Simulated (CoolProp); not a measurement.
Ethane at 298.15 K and 0.857 MPa flows at 0.26 m/s in a round tube of 100 mm bore and 0.25 µm roughness, fully developed (64/Re and Nu = 3.66 if laminar; Colebrook and Gnielinski if turbulent). Each further row changes one setting.

Computed with CoolProp (reference Helmholtz-energy equation of state, Bücker 2006).

| case | Reynolds number | Darcy friction factor | pressure drop (Pa/m) | heat-transfer coefficient (W/(m² K)) | mass flow (kg/h) |
|---|---|---|---|---|---|
| as stated | 30300 | … | … | … | … |
| velocity 0.52 m/s | 60700 | 0.0200 | 0.302 | 28.9 | … |
| diameter 200 mm | 60700 | 0.0200 | … | … | … |

**Question.** Fill in the missing entries.

**Answer.** 
- as stated, Darcy friction factor: 0.0234
- as stated, pressure drop (Pa/m): 0.0882
- as stated, heat-transfer coefficient (W/(m² K)): 16.8
- as stated, mass flow (kg/h): 81.9
- velocity 0.52 m/s, mass flow (kg/h): 164
- diameter 200 mm, pressure drop (Pa/m): 0.0377
- diameter 200 mm, heat-transfer coefficient (W/(m² K)): 14.5
- diameter 200 mm, mass flow (kg/h): 328

Viscosity comes from a separate model (Friend 1991). Thermal conductivity comes from a separate model (Friend 1991).
